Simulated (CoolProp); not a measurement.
A Linde-Hampson liquefier for normal hydrogen: isothermal reversible compression at 280 K from 1 atm to 10 MPa, throttling to 1 atm, return gas leaving the recuperator 2 K below the feed. Each further row changes one setting.

Model: reference Helmholtz-energy equation of state, Leachman 2009, in CoolProp.

```
case                        compression work (kJ/kg of gas)
--------------------------  -------------------------------
as stated                                              5370
high pressure 20 MPa                                   6250
warm-end temperature 310 K                             5940
warm-end gap 7 K                                       5370
```
